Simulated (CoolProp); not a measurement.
The numbers come from the reference Helmholtz-energy equation of state, Schmidt 1985 in CoolProp.

Question: For oxygen, give the phase and the cv (kJ/(kg K)), Joule-Thomson coefficient (K/MPa), Prandtl number at 168.6 K and 1.01 bar; 228.6 K and 1.01 bar; 245.8 K and 1.01 bar.

Answer: 
- 168.6 K and 1.01 bar: gas; cv 0.652, Joule-Thomson coefficient 7.41, Prandtl number 0.750
- 228.6 K and 1.01 bar: gas; cv 0.652, Joule-Thomson coefficient 4.37, Prandtl number 0.730
- 245.8 K and 1.01 bar: gas; cv 0.653, Joule-Thomson coefficient 3.84, Prandtl number 0.726

Viscosity comes from a separate model (Lemmon 2004). Thermal conductivity comes from a separate model (Lemmon 2004).
